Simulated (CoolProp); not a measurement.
R1233zd(E) along the isobar 556 kPa: density (kg/m³) from the reference equation and from simpler models built on Tc = 438.9 K, pc = 3583 kPa, ω = 0.304; each cubic takes its own stable root.

Values from CoolProp's reference Helmholtz-energy equation of state, Akasaka 2022.

| T (K) | phase | reference | Soave-Redlich-Kwong | Peng-Robinson |
|---|---|---|---|---|
| 318.7 | liquid | 1213 | 1085 | 1229 |
| 333.3 | liquid | 1173 | 1045 | 1184 |
| 347.9 | gas | [?] | 28.64 | 28.88 |
| 362.5 | gas | 27.25 | 26.98 | [?] |
| 377.1 | gas | 25.72 | 25.54 | 25.73 |
| 391.7 | gas | 24.40 | 24.27 | 24.45 |
| 406.2 | gas | 23.25 | 23.16 | 23.32 |
| 420.8 | gas | 22.22 | 22.15 | 22.30 |
| 435.4 | gas | 21.30 | 21.24 | 21.37 |
| 450 | gas | 20.46 | [?] | [?] |

Q: Some entries are withheld; supply them.

A: 
- 347.9, reference: 29.07
- 362.5, Peng-Robinson: 27.19
- 450, Soave-Redlich-Kwong: 20.41
- 450, Peng-Robinson: 20.54
